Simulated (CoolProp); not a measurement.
CF4 (R14) at 310.52 K and 0.117 MPa is throttled through a valve to 0.0563 MPa with no heat exchange. Each further row changes one setting.

Model: reference Helmholtz-energy equation of state, Platzer 1990, in CoolProp. This equation is an older, rougher fit.

```csv
case,temperature change (K),final density (kg/m³)
as stated,?,?
outlet pressure 0.0169 MPa,?,?
outlet pressure 0.0732 MPa,?,2.50
```

Task: Some entries are withheld; supply them.

Result: 
- as stated, temperature change (K): -0.3
- as stated, final density (kg/m³): 1.92
- outlet pressure 0.0169 MPa, temperature change (K): -0.5
- outlet pressure 0.0169 MPa, final density (kg/m³): 0.577
- outlet pressure 0.0732 MPa, temperature change (K): -0.2
